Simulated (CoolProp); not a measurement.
n-pentane along the isobar 12.7 MPa: fugacity coefficient from the reference equation and from simpler models built on Tc = 469.7 K, pc = 3.368 MPa, ω = 0.251; each cubic takes its own stable root.

Computed with CoolProp (reference Helmholtz-energy equation of state, Thol 2019).

```
T (K)          phase  reference
-----  -------------  ---------
327.3         liquid    0.02319
348.2         liquid    0.03953
369.1         liquid    0.06232
390.1         liquid    0.09225
411           liquid     0.1291
431.9         liquid     0.1725
452.8         liquid     0.2216
473.7  supercritical     0.2752
494.6  supercritical     0.3318
515.5  supercritical     0.3897
536.4  supercritical     0.4472
557.3  supercritical     0.5030
578.2  supercritical     0.5557
599.1  supercritical     0.6048
620    supercritical     0.6499
```

**Question.** How far does each simpler model (van der Waals, Redlich-Kwong, Soave-Redlich-Kwong, Peng-Robinson) lie from the reference over these 15 states: mean and median of the absolute difference, and the worst?

**Answer.** 
- van der Waals: mean 73.8 %, median 23.8 %, worst +352.4 % at 327.3 K and 12.7 MPa
- Redlich-Kwong: mean 17.8 %, median 7.3 %, worst +64.1 % at 327.3 K and 12.7 MPa
- Soave-Redlich-Kwong: mean 7.1 %, median 7.3 %, worst +8.0 % at 452.8 K and 12.7 MPa
- Peng-Robinson: mean 1.1 %, median 1.1 %, worst -1.8 % at 327.3 K and 12.7 MPa
